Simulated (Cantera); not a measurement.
An isothermal, constant-pressure homogeneous reactor starts with 5.26 % CH₄, 94.7 % N₂, at 1623 K and 760 Torr.

Model: GRI-Mech 3.0 (53 species, 325 reactions), integrated in Cantera. GRI-Mech 3.0 stops at C3 and has no aromatics, soot or wall deposition, so with more carbon than oxygen in the feed, carbon stays in small species such as C2H2 where larger ones or solid carbon would form.

Question: Predict: x(CH₄) at 80.0 s; x(C₂H) at 80.0 s; x(CH₃) at 80.0 s; x(HCN) at 80.0 s; x(C₂H₄) at 80.0 s; x(H₂) at 80.0 s; x(C₂H₆) at 80.0 s.

Answer: 
```json
{
 "x(CH₄) at 80.0 s": "0.000789 (gas-phase equilibrium 0.000383)",
 "x(C₂H) at 80.0 s": "2.36e-8 (gas-phase equilibrium 5.38e-9)",
 "x(CH₃) at 80.0 s": "4.08e-6 (gas-phase equilibrium 1.97e-6)",
 "x(HCN) at 80.0 s": "3.13e-6 (gas-phase equilibrium 0.0384)",
 "x(C₂H₄) at 80.0 s": "0.000165 (gas-phase equilibrium 3.82e-5)",
 "x(H₂) at 80.0 s": "0.0737 (gas-phase equilibrium 0.0744)",
 "x(C₂H₆) at 80.0 s": "4.49e-8 (gas-phase equilibrium 1.05e-8)"
}
```
